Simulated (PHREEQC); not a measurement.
Make-up at 20 °C: 0.14 mol HF, 0.96 mol KHCO3 and 0.0014 mol HCl per kg of water. It is in equilibrium with CO2 at log p = -3.4 (atm). Otherwise closed; pH follows from the charge balance.

Equilibrium calculation in PHREEQC: ion-association model, phreeqc.dat.

**Question.** The ionic strength comes out as 1.30 mol/kgw. What activity coefficients do K+, OH-, CO3-2, Cl-, F- get?

**Answer.** K+ 0.59, OH- 0.56, CO3-2 0.17, Cl- 0.60, F- 0.56.

Precipitation was switched off in this run. The ionic strength is past about 0.7 mol/kgw, beyond the range of this activity model, so the values are rough. Species that the database lacks are ignored.
